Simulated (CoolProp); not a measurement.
Methanol at 300.68 K and 0.00653 MPa is compressed adiabatically to 0.0513 MPa with isentropic efficiency 0.9. Each further row changes one setting.

Values from CoolProp's reference Helmholtz-energy equation of state, de Reuck 1993.

| case | work (kJ/kg) | final temperature (K) | final density (kg/m³) |
|---|---|---|---|
| as stated | 214 | (withheld) | (withheld) |
| efficiency 1 | (withheld) | 427.1 | 0.465 |
| efficiency 0.65 | 297 | 485.7 | (withheld) |

**Question.** Fill in the missing entries.

**Answer.** 
- as stated, final temperature (K): 439.6
- as stated, final density (kg/m³): 0.452
- efficiency 1, work (kJ/kg): 193
- efficiency 0.65, final density (kg/m³): 0.408
